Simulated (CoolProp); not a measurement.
C3F8 (R218) along the isotherm 440 K: Z from the reference equation and from simpler models built on Tc = 345.0 K, pc = 26.40 bar, ω = 0.317; each cubic takes its own stable root.

Model: reference Helmholtz-energy equation of state, Lemmon 2006, in CoolProp. It is a short technical equation, of lower accuracy than the large ones.

```csv
p (bar),phase,reference,van der Waals,Soave-Redlich-Kwong,Peng-Robinson
0.125,gas,0.9994,0.9992,0.9994,0.9992
0.189,gas,0.9990,0.9988,0.9990,0.9988
0.285,gas,0.9986,0.9983,0.9986,0.9982
0.43,gas,0.9978,0.9974,0.9978,0.9974
0.649,gas,0.9967,0.9960,0.9967,0.9960
0.979,gas,0.9950,0.9940,0.9950,0.9940
1.48,gas,0.9925,0.9909,0.9925,0.9909
2.23,gas,0.9887,0.9863,0.9887,0.9863
3.36,gas,0.9829,0.9792,0.9830,0.9794
5.07,gas,0.9741,0.9684,0.9744,0.9690
7.65,gas,0.9608,0.9518,0.9614,0.9533
11.5,gas,(withheld),0.9263,0.9421,0.9303
17.4,gas,0.9090,0.8856,0.9129,(withheld)
26.3,gas,0.8607,0.8201,0.8703,0.8462
39.6,supercritical,0.7908,0.7145,0.8128,(withheld)
```

Q: Complete the blanks.

A: 
- 11.5, reference: 0.9405
- 17.4, Peng-Robinson: 0.8957
- 39.6, Peng-Robinson: 0.7809
